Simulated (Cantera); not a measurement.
Input (Python, Cantera):

```python
import numpy as np
import cantera as ct

gas = ct.Solution("gri30.yaml")
gas.TPX = 725, 25000, {'CO': 1, 'H2': 0.042, 'O2': 0.599, 'N2': 2.25, 'H2O': 0.31}
inlet = ct.Reservoir(gas, clone=True)
gas.equilibrate("HP")  # start burning
reactor = ct.IdealGasConstPressureReactor(gas, energy="on", clone=False)
exhaust = ct.Reservoir(gas, clone=True)
tau = [0.059, 0.018, 0.0055, 0.0017, 0.00051, 0.00016, 4.8e-05, 1.5e-05, 4.5e-06][0]
for a, b in ((inlet, reactor), (reactor, exhaust)):
    ct.MassFlowController(a, b, mdot=lambda t: reactor.mass / tau)
net = ct.ReactorNet([reactor])
show = ['CO', 'H2', 'O2', 'NO', 'N2O', 'H2O2']

rows = []
print(f"{'tau/s':>10s}{'T/K':>9s}" + "".join(f"{s:>11s}" for s in show))
for tau in [0.059, 0.018, 0.0055, 0.0017, 0.00051, 0.00016, 4.8e-05, 1.5e-05, 4.5e-06]:
    net.initial_time = 0.0
    net.advance(30 * tau)
    before = gas.X
    net.advance(40 * tau)
    drift = np.max(np.abs(gas.X - before) / (gas.X + 1e-9))
    rows.append([gas.T, *gas[show].X, drift])
    print(f"{tau:10.3e}{gas.T:9.1f}" + "".join(f"{x:11.3e}" for x in gas[show].X))
```

It prints:

```
     tau/s      T/K         CO         H2         O2         NO        N2O       H2O2
 5.900e-02   2196.9  4.840e-02  3.542e-03  4.226e-02  1.318e-03  7.811e-08  3.230e-08
 1.800e-02   2050.4  6.185e-02  5.064e-03  4.899e-02  2.885e-04  5.572e-08  4.942e-08
 5.500e-03   1871.0  7.427e-02  6.841e-03  5.515e-02  7.427e-05  4.396e-08  1.034e-07
 1.700e-03   1671.8  8.463e-02  8.179e-03  6.097e-02  3.871e-05  3.626e-08  2.516e-07
 5.100e-04   1418.4  1.114e-01  7.223e-03  7.518e-02  1.320e-05  3.278e-08  6.304e-07
 1.600e-04    725.0  2.380e-01  9.998e-03  1.426e-01 -6.894e-20  1.221e-20 -7.596e-19
 4.800e-05    725.0  2.380e-01  9.998e-03  1.426e-01 -6.161e-23  1.348e-21  3.523e-21
 1.500e-05    725.0  2.380e-01  9.998e-03  1.426e-01  5.988e-28  1.367e-22  1.018e-22
 4.500e-06    725.0  2.380e-01  9.998e-03  1.426e-01  3.887e-30  1.339e-23  4.659e-24
```

Detailed kinetics in Cantera: GRI-Mech 3.0 (53 species, 325 reactions).
